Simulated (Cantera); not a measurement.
Input: 1 mol Si, a varied amount of HBr, held at 800 °C and 13.3 mbar.

Equilibrium computed with Cantera from the NASA thermochemical tables; the gas is ideal and each condensed phase is pure. Candidate condensed phases: Br₂, Si; 19 gas species. Rates play no part.

Task: Which condensed phases are stable at each of these points (n(HBr) (mol)): 3.1, 4.2, 5.3, 6.5, 7.6, 8.7, 9.8, 11, 12, 13?

Result: 
```
n(HBr) (mol)  condensed phases  Si condensed (%)
------------  ----------------  ----------------
3.1                      Si(s)              24.9
4.2                   gas only               0.0
5.3                   gas only               0.0
6.5                   gas only               0.0
7.6                   gas only               0.0
8.7                   gas only               0.0
9.8                   gas only               0.0
11                    gas only               0.0
12                    gas only               0.0
13                    gas only               0.0
```

At 3.1 mol HBr the condensed part is Si(s). From 4.2 mol HBr to 13 mol HBr nothing is condensed.
